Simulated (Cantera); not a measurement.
A perfectly stirred reactor is fed with 9.01 % CO, 6.22 % H2, 0.613 % CH4, 17.7 % O2, 66.5 % N2, at 0.940 bar; it is adiabatic with a 675 K inlet, and is followed from long to short residence time, starting on the burning branch (τ in s: 0.059, 0.033, 0.019, 0.011, 0.006, 0.0034, 0.0019, 0.0011, 0.00061, 0.00035, 0.0002, 0.00011, 6.3e-05).

Cantera simulation using GRI-Mech 3.0 (53 species, 325 reactions); the numbers are that mechanism's predictions, not measurements.

**Question.** Predict: blow-out, bracketed by the residence times tried; x(CO) at τ = 59.0 ms; x(H2) at τ = 59.0 ms; x(CH4) at τ = 59.0 ms; x(H) at τ = 59.0 ms; x(CO) at τ = 1.90 ms; x(H2) at τ = 1.90 ms; x(CH4) at τ = 1.90 ms; x(H) at τ = 1.90 ms.

**Answer.** 
| Property | Result |
|---|---|
| blow-out, bracketed by the residence times tried | burning at 63.0 µs, the shortest tried |
| x(CO) at τ = 59.0 ms | 0.00155 |
| x(H2) at τ = 59.0 ms | 0.000235 |
| x(CH4) at τ = 59.0 ms | 7.29e-7 |
| x(H) at τ = 59.0 ms | 7.60e-5 |
| x(CO) at τ = 1.90 ms | 0.0107 |
| x(H2) at τ = 1.90 ms | 0.00168 |
| x(CH4) at τ = 1.90 ms | 6.57e-6 |
| x(H) at τ = 1.90 ms | 0.00165 |
